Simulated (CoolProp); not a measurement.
Values from CoolProp's reference Helmholtz-energy equation of state, Thol 2022.

### Question
Give the vapour pressure (MPa), liquid density (kg/m³), vapour density (kg/m³), enthalpy of vaporisation (kJ/kg) of saturated vinyl chloride at 260.9, 300.1, 308 K.

### Answer
```csv
T (K),p (MPa),liquid density (kg/m³),vapour density (kg/m³),enthalpy of vaporisation (kJ/kg)
260.9,0.108,967,3.22,354
300.1,0.418,896,11.4,320
308,0.525,880,14.1,313
```
